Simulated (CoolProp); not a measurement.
Vapour-liquid equilibrium of R134a (1) + R123 (2) at 267.4 K; x and y are mole fractions of (1).

Computed with CoolProp (multi-fluid Helmholtz-energy mixture model, Tillner-Roth 1994 and Younglove 1994; pair parameters Bell 2016).

```tsv
x	bubble pressure (MPa)	y at the bubble point	dew pressure at overall composition x (MPa)	liquid density (mol/L)
0.05	(withheld)	0.397	0.02616	10.18
0.15	0.06777	0.678	(withheld)	10.42
0.25	0.09359	0.789	0.03256	10.66
0.35	0.1169	0.848	0.03708	10.91
0.45	(withheld)	0.886	0.04305	11.17
0.55	0.1566	0.913	0.05129	11.44
0.65	0.1741	0.934	0.06338	(withheld)
0.75	0.1911	0.953	0.08271	12.03
0.85	0.2083	0.971	(withheld)	12.35
0.95	0.2266	0.990	(withheld)	12.69
```

Question: What belongs in the gaps?

Answer: 
- 0.05, bubble pressure (MPa): 0.03965
- 0.15, dew pressure at overall composition x (MPa): 0.02901
- 0.45, bubble pressure (MPa): 0.1377
- 0.65, liquid density (mol/L): 11.73
- 0.85, dew pressure at overall composition x (MPa): 0.1178
- 0.95, dew pressure at overall composition x (MPa): 0.1884

No azeotrope shows between x = 0.05 and 0.95.

Pair parameters are fitted to limited data, so mixtures are less certain than the pure fluids.
